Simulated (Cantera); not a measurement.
## Adiabatic ignition

An adiabatic, constant-volume homogeneous reactor starts with 4.52 % CH4, 3.85 % CO, 19.2 % O2, 72.4 % N2, equivalence ratio 0.57, at 950 K and 1800000 Pa.

Computed with Cantera and GRI-Mech 3.0 (53 species, 325 reactions). The pressure lies above the range GRI-Mech 3.0 was tuned for (to about 10 atm). Below about 1000 K GRI-Mech 3.0 lacks low-temperature oxidation paths.

```csv
t (s),T (K),P (bar),x CH4,x CO,x O2,x HO2,x HCO,x C2H
1.00e-6,950,18.0,0.0452,0.0385,0.192,2.10e-11,<1e-12,<1e-12
5.76e-6,950,18.0,0.0452,0.0385,0.192,1.30e-10,<1e-12,<1e-12
3.32e-5,950,18.0,0.0452,0.0385,0.192,7.35e-10,<1e-12,<1e-12
0.000191,950,18.0,0.0452,0.0385,0.192,3.60e-9,<1e-12,<1e-12
0.00110,950,18.0,0.0452,0.0385,0.192,1.44e-8,<1e-12,<1e-12
0.00635,950,18.0,0.0452,0.0385,0.192,2.78e-8,<1e-12,<1e-12
0.0366,950,18.0,0.0452,0.0385,0.192,6.15e-8,<1e-12,<1e-12
0.211,964,18.3,0.0444,0.0382,0.191,1.46e-6,1.47e-11,<1e-12
1.21,2459,45.8,<1e-12,0.00133,0.0773,1.50e-5,4.38e-10,<1e-12
7.00,2459,45.8,<1e-12,0.00133,0.0773,1.50e-5,4.38e-10,<1e-12
```
x: mole fraction; the columns are a selection and need not sum to one.

```yaml
time_of_steepest_temperature_rise: 0.239 s
temperature at 7.00 s: 2459 K
equilibrium_temperature: 2459 K
x(CH4) at 7.00 s: <1e-12 (gas-phase equilibrium <1e-12)
x(CO) at 7.00 s: 0.00133 (gas-phase equilibrium 0.00133)
x(O2) at 7.00 s: 0.0773 (gas-phase equilibrium 0.0773)
```
